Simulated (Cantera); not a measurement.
Input: 1 mol AlN, 0.84 mol HCl, 9.2 mol H2, equilibrated at 33.0 Torr.

These are equilibrium values from Cantera (NASA tables, ideal gas, pure condensed phases), not measurements of a reactor. Candidate condensed phases: Al, AlCl3, AlN, NH4Cl; 20 gas species. The numbers say what is thermodynamically allowed, not how fast it happens.

Over these rows the condensed part is AlN(s). Partial pressures as log10 of bar:

```
T (K)  1000/T (1/K)  log p Al  log p H2  log p HCl  log p N2  log p AlCl
-----  ------------  --------  --------  ---------  --------  ----------
1398         0.7153    -10.10     -1.38      -2.76     -3.47       -4.39
1473         0.6789     -8.92     -1.39      -2.77     -3.40       -3.78
1548         0.6460     -7.89     -1.39      -2.80     -3.26       -3.28
1623         0.6161     -6.99     -1.40      -2.88     -3.08       -2.90
1698         0.5889     -6.16     -1.40      -3.06     -2.93       -2.67
1773         0.5640         ?     -1.41      -3.35     -2.84       -2.55
```

Problem. Fit log p(Al) = a + b·(1000/T) to the five rows, give the apparent enthalpy, and predict the row at 1773 K.

Solution. Means: 1000/T = 0.6490, log p = -8.012. Sxy = -0.310879, Sxx = 0.0099931, so b = -31.11 and a = -8.012 − (-31.11)×0.6490 = 12.18.
Apparent enthalpy: −19.145 × (-31.11) = 596 kJ/mol. With the condensed phases at unit activity, AlN(s) = Al(g) + 1/2 N2(g) links this pressure to the main gases: over the six rows their terms move log p by -0.32 in all, so the slope isn't that reaction's ΔH° alone. The five rows lie within 0.03 of the line.
Prediction at 1773 K: 12.18 + (-31.11)×0.5640 = -5.37. The computed value is -5.38, 0.01 from the line.
